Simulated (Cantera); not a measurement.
Cantera with NASA thermochemical tables; ideal gases at 1 bar, condensed phases pure. Values are per mole of reaction as written; species without (g) are pure solids or liquids, kept so even where they would boil at 1 bar.

2 C + Si ⇌ SiC₂(g)

| T (K) | ΔH° (kJ) | ΔS° (J/K) | ΔG° (kJ) | log10 K |
|---|---|---|---|---|
| 1948 | 547.2 | 163.6 | 228.4 | -6.13 |
| 2048 | ___ | ___ | ___ | ___ |
| 2148 | 544.0 | 162.1 | 195.9 | -4.76 |
| 2248 | 542.4 | 161.3 | 179.7 | -4.18 |
| 2348 | 540.8 | 160.6 | 163.6 | -3.64 |
| 2448 | ___ | ___ | ___ | ___ |
| 2548 | 537.6 | 159.3 | 131.6 | -2.70 |
| 2648 | 536.0 | 158.7 | 115.7 | -2.28 |
| 2748 | 534.5 | 158.2 | 99.9 | -1.90 |

Task: Some entries are withheld; supply them.

Result: 
- 2048, ΔH° (kJ): 545.6
- 2048, ΔS° (J/K): 162.8
- 2048, ΔG° (kJ): 212.1
- 2048, log10 K: -5.41
- 2448, ΔH° (kJ): 539.2
- 2448, ΔS° (J/K): 160.0
- 2448, ΔG° (kJ): 147.6
- 2448, log10 K: -3.15
